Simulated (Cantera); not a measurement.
An adiabatic, constant-pressure homogeneous reactor starts with H₂ : O₂ : N₂ = 1 : 1.47 : 5.53 (molar parts), equivalence ratio 0.34, at 1425 K and 0.987 atm. Integrator tolerance rtol = 1e-08.

Model: GRI-Mech 3.0 (53 species, 325 reactions), integrated in Cantera.

```json
[
 {"quantity": "time of steepest temperature rise", "before": "20.1 µs", "after": "18.7 µs"},
 {"quantity": "temperature at 5.00 s", "before": "2243 K", "after": "2410 K"},
 {"quantity": "equilibrium temperature", "before": "2243 K", "after": "2410 K"},
 {"quantity": "x(H₂) at 5.00 s", "before": "0.000554 (gas-phase equilibrium 0.000554)", "after": "0.00197 (gas-phase equilibrium 0.00197)"},
 {"quantity": "x(O₂) at 5.00 s", "before": "0.122 (gas-phase equilibrium 0.122)", "after": "0.0971 (gas-phase equilibrium 0.0971)"},
 {"quantity": "x(HO₂) at 5.00 s", "before": "5.15e-6 (gas-phase equilibrium 5.15e-6)", "after": "7.99e-6 (gas-phase equilibrium 7.99e-6)"},
 {"quantity": "x(H) at 5.00 s", "before": "0.000169 (gas-phase equilibrium 0.000169)", "after": "0.000747 (gas-phase equilibrium 0.000747)"},
 {"quantity": "x(NO) at 5.00 s", "before": "0.0102 (gas-phase equilibrium 0.0102)", "after": "0.0127 (gas-phase equilibrium 0.0127)"}
]
```

Problem. Which change was made?
A) constant volume in place of constant pressure
B) pressure from 0.987 atm to 2.37 atm
C) pressure from 0.987 atm to 20.7 atm
D) H2 1 to 1.3 parts

Solution. D, H2 1 to 1.3 parts
